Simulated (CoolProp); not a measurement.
Saturation properties of R142b.

Model: reference Helmholtz-energy equation of state, Lemmon 2006, in CoolProp. It is a short technical equation, of lower accuracy than the large ones.

```
T (°C)  p (bar)  enthalpy of vaporisation (kJ/kg)  liquid cp (kJ/(kg K))  liquid conductivity (mW/(m K))
------  -------  --------------------------------  ---------------------  ------------------------------
33.95     4.408                             195.9                  1.340                            78.4
39.05     5.092                             192.2                  1.355                            76.6
44.15     5.852                             188.3                    ___                            74.8
49.35       ___                             184.2                  1.391                            73.1
54.45     7.642                             180.0                  1.410                            71.4
59.65       ___                             175.6                  1.432                            69.7
64.75     9.808                             171.0                  1.455                            68.0
69.95     11.06                             166.2                  1.481                            66.4
75.05     12.40                             161.1                  1.509                             ___
80.25     13.88                             155.7                    ___                             ___
85.35     15.46                             150.1                  1.579                            61.7
90.45     17.17                             144.1                  1.622                            60.3
95.65       ___                             137.6                  1.674                            58.8
```

Question: Fill in the missing entries.

Answer: 
- 44.15, liquid cp (kJ/(kg K)): 1.372
- 49.35, p (bar): 6.711
- 59.65, p (bar): 8.685
- 75.05, liquid conductivity (mW/(m K)): 64.8
- 80.25, liquid cp (kJ/(kg K)): 1.542
- 80.25, liquid conductivity (mW/(m K)): 63.3
- 95.65, p (bar): 19.05

It boils at -9.1 °C under 1 atm.

Thermal conductivity comes from a separate model (Huber 2003), an estimate that may be off by 10 % or more.
